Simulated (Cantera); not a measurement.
Input (Python, Cantera):

```python
import numpy as np
import cantera as ct

gas = ct.Solution("gri30.yaml")
gas.TPX = 1925, 49000, {'CH4': 1, 'N2': 5.6}
reactor = ct.IdealGasConstPressureReactor(gas, energy="off", clone=False)
net = ct.ReactorNet([reactor])
net.rtol, net.atol = 1e-08, 1e-18
show = ['CH4', 'C2H2', 'CH3', 'C2H', 'CH2']
times = np.geomspace(3e-05, 80, 15)

steps = ct.SolutionArray(gas, extra=["t"])
rows = []
print(f"{'t/s':>10s}{'T/K':>9s}{'P/Pa':>11s}" + "".join(f"{s:>11s}" for s in show))
for t in times:
    while net.time < t:
        t_next = net.step()
        steps.append(gas.state, t=t_next)
    rows.append([np.interp(t, steps.t, y) for y in (steps.T, steps.P, *steps(*show).X.T)])
    print(f"{t:10.3e}{rows[-1][0]:9.1f}{rows[-1][1]:11.4g}" + "".join(f"{x:11.3e}" for x in rows[-1][2:]))
rate = np.gradient(steps.T, steps.t)
print("integrator steps:", len(steps.t))
if steps.T.max() > steps.T[0] + 200:
    print(f"time of steepest temperature rise: {steps.t[rate.argmax()]:.4e} s")
gas.TPX = 1925, 49000, {'CH4': 1, 'N2': 5.6}
gas.equilibrate("TP")
print(f"equilibrium (TP): T = {gas.T:.1f} K  " + "  ".join(f"{s} {gas[s].X[0]:.3e}" for s in show))
```

Result:

```
       t/s      T/K       P/Pa        CH4       C2H2        CH3        C2H        CH2
 3.000e-05   1925.0    4.9e+04  1.503e-01  3.795e-07  1.013e-03  1.394e-11  4.067e-07
 8.632e-05   1925.0    4.9e+04  1.471e-01  3.285e-05  2.689e-03  2.594e-09  2.465e-06
 2.484e-04   1925.0    4.9e+04  1.246e-01  2.555e-03  5.122e-03  1.523e-07  8.760e-06
 7.147e-04   1925.0    4.9e+04  6.820e-02  2.989e-02  3.312e-03  1.193e-06  7.192e-06
 2.056e-03   1925.0    4.9e+04  2.952e-02  5.157e-02  1.503e-03  1.964e-06  3.947e-06
 5.917e-03   1925.0    4.9e+04  1.022e-02  6.093e-02  5.721e-04  2.488e-06  1.835e-06
 1.703e-02   1925.0    4.9e+04  3.194e-03  6.422e-02  1.909e-04  2.775e-06  6.882e-07
 4.899e-02   1925.0    4.9e+04  1.035e-03  6.522e-02  6.342e-05  2.882e-06  2.389e-07
 1.410e-01   1925.0    4.9e+04  4.013e-04  6.551e-02  2.474e-05  2.910e-06  9.440e-08
 4.056e-01   1925.0    4.9e+04  2.680e-04  6.556e-02  1.654e-05  2.915e-06  6.330e-08
 1.167e+00   1925.0    4.9e+04  2.624e-04  6.555e-02  1.619e-05  2.914e-06  6.197e-08
 3.358e+00   1925.0    4.9e+04  2.621e-04  6.551e-02  1.617e-05  2.912e-06  6.191e-08
 9.663e+00   1925.0    4.9e+04  2.619e-04  6.539e-02  1.616e-05  2.907e-06  6.187e-08
 2.780e+01   1925.0    4.9e+04  2.615e-04  6.506e-02  1.613e-05  2.892e-06  6.177e-08
 8.000e+01   1925.0    4.9e+04  2.602e-04  6.421e-02  1.606e-05  2.855e-06  6.147e-08
integrator steps: 1487
equilibrium (TP): T = 1925.0 K  CH4 1.591e-04  C2H2 2.348e-02  CH3 9.811e-06  C2H 1.043e-06  CH2 3.755e-08
```

Cantera simulation using GRI-Mech 3.0 (53 species, 325 reactions); the numbers are that mechanism's predictions, not measurements. GRI-Mech 3.0 stops at C3 and has no aromatics, soot or wall deposition, so with more carbon than oxygen in the feed, carbon stays in small species such as C2H2 where larger ones or solid carbon would form.
